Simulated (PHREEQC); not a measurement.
Spent oxide etchant: speciation

Make-up at 50 °C: 37 mmol/kgw HF, 0.048 mmol/kgw H2SiF6, 6.5 mmol/kgw HBF4 and 63 mmol/kgw HNO3. Closed to the air; pH follows from the charge balance.

Computed with PHREEQC (ion-association model, phreeqc.dat).

This is a speciation only: nothing precipitates in the calculation.

Estimate the pH.

pH 1.23.

In which forms is B present?

BF4- 98 %, BF3OH- 1.6 %, H3BO3 0.5 % of the B.

At this temperature some constants are extrapolated from 25 °C, and those without enthalpy data are left unchanged. SiF6-2 is the database's only silicon fluoride. Real BF4- forms and hydrolyses slowly; the run takes it at equilibrium.
